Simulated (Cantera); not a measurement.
Mixture: C3H8 : O2 : N2 = 1 : 12.2 : 45.9 (molar parts), equivalence ratio 0.41, at 3750 Torr, adiabatic and at constant pressure. Ignition delay is the time to a rise of 400 K.

Cantera simulation using GRI-Mech 3.0 (53 species, 325 reactions); the numbers are that mechanism's predictions, not measurements. GRI-Mech 3.0 was tuned for natural gas; its chemistry of propane as a main component is partial and can be far from experiment.

**Question.** What does this change do: O2 12.2 to 6 parts?

**Answer.** 
| quantity | before | after |
|---|---|---|
| delay at 1223 K | 1.51 ms | 2.63 ms |
| delay at 1323 K | 0.277 ms | 0.461 ms |
| delay at 1423 K | 68.9 µs | 0.111 ms |
| delay at 1523 K | 23.4 µs | 36.1 µs |
| delay at 1623 K | 10.5 µs | 15.4 µs |
| apparent activation energy between 1523 and 1623 K | 170 kJ/mol | 170 kJ/mol |

**Question.** What does this change do: pressure from 3750 Torr to 2480 Torr?

**Answer.** 
```tsv
quantity	before	after
delay at 1223 K	1.51 ms	1.91 ms
delay at 1323 K	0.277 ms	0.340 ms
delay at 1423 K	68.9 µs	84.9 µs
delay at 1523 K	23.4 µs	29.6 µs
delay at 1623 K	10.5 µs	13.7 µs
apparent activation energy between 1523 and 1623 K	170 kJ/mol	160 kJ/mol
```
